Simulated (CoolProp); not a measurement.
Vapour-liquid equilibrium of n-hexane (1) + p-xylene (2) at 0.157 MPa; x and y are mole fractions of (1).

Computed with CoolProp (multi-fluid Helmholtz-energy mixture model, Thol 2019 and Zhou 2012; pair parameters Bell 2016).

| x | bubble temperature, mixture model (K) | bubble temperature, Raoult's law (K) | y, mixture model | y, Raoult's law |
|---|---|---|---|---|
| 0.05 | 419.0 | 420.4 | 0.241 | 0.227 |
| 0.2 | 398.2 | 401.2 | ? | 0.610 |
| 0.35 | 385.0 | 387.8 | ? | 0.787 |
| 0.5 | 375.8 | 377.7 | 0.871 | 0.881 |
| 0.65 | 368.8 | 369.8 | 0.924 | 0.936 |
| 0.8 | ? | 363.4 | ? | 0.971 |
| 0.95 | 358.1 | 358.1 | ? | 0.994 |

Problem. What belongs in the gaps?

Solution. 
- 0.2, y, mixture model: 0.623
- 0.35, y, mixture model: 0.786
- 0.8, bubble temperature, mixture model (K): 363.1
- 0.8, y, mixture model: 0.961
- 0.95, y, mixture model: 0.991

The largest gap from Raoult's law is -3.0 K in bubble temperature, at x = 0.2. No azeotrope shows between x = 0.05 and 0.95.

The pair parameters rest on a limited set of measurements; away from them the model extrapolates.
